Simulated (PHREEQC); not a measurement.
Dissolve 2.4 mmol/kgw ZnCl2, 0.091 mmol/kgw NaOH and 2.9 mmol/kgw HCl at 25 °C. Closed to the air; pH follows from the charge balance.

Equilibrium calculation in PHREEQC: ion-association model, phreeqc.dat.

```
quantity             before  after
-------------------  ------  -----
pH                     2.59   3.57
SI of Halite (NaCl)   -7.82  -9.76
```

Q: Which change was made?
A) ZnCl2 replaced by FeCl3 at the same molality
B) HCl from 0.0029 to 0.00029 mol/kgw
C) temperature from 25 to 60 °C
D) diluted 10-fold with water

A: D, diluted 10-fold with water

This is a speciation only: nothing precipitates in the calculation.
